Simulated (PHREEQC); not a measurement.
0.012 g of hydrous ferric oxide (600 m²/g; 0.2 weak and 0.005 strong sites per Fe, Dzombak-Morel constants, diffuse double layer) in 1 kg of water with 0.01 mol/kgw of an inert sodium salt, at 25 °C; the pH is set by adding NaOH or the inert anion's acid. Oxygen alone is held at its pressure in air (log pO2 = -0.68). CO2 from the air is kept out. No solid was allowed to form.

The numbers come from PHREEQC with the ion-association model, wateq4f.dat.

```
pH    surface charge σ (C/m²)  surface potential ψ (mV)
----  -----------------------  ------------------------
3                       0.324                       203
3.5                     0.274                       197
4                       0.216                       185
4.5                         …                         …
5                           …                       152
5.5                     0.077                       132
6                       0.049                         …
6.5                     0.030                        86
7                       0.017                        61
7.5                     0.008                        34
8                       0.001                         …
8.5                    -0.005                       -22
9                      -0.013                       -49
9.5                    -0.024                         …
10                          …                      -100
10.5                   -0.064                      -123
11                     -0.099                      -143
```

Fill in the missing entries.


- 4.5, surface charge σ (C/m²): 0.160
- 4.5, surface potential ψ (mV): 170
- 5, surface charge σ (C/m²): 0.113
- 6, surface potential ψ (mV): 110
- 8, surface potential ψ (mV): 6
- 9.5, surface potential ψ (mV): -75
- 10, surface charge σ (C/m²): -0.040

The oxide is taken as insoluble; below pH 4 it would dissolve.
